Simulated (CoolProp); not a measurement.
o-xylene at 386.79 K and 1.76 MPa flows at 1.6 m/s in a round tube of 100 mm bore and 15 µm roughness, fully developed (64/Re and Nu = 3.66 if laminar; Colebrook and Gnielinski if turbulent). Each further row changes one setting.

Model: reference Helmholtz-energy equation of state, Zhou 2012, in CoolProp.

| case | Reynolds number | Darcy friction factor | pressure drop (Pa/m) | heat-transfer coefficient (W/(m² K)) | mass flow (kg/h) |
|---|---|---|---|---|---|
| as stated | 407000 | 0.0153 | 157 | 2220 | 36200 |
| velocity 3.2 m/s | 814000 | 0.0143 | 587 | 4240 | 72400 |
| diameter 200 mm | 814000 | 0.0133 | 68.4 | 2010 | 145000 |

Viscosity comes from a separate model (Cao 2016). Thermal conductivity comes from a separate model (Mylona 2014).
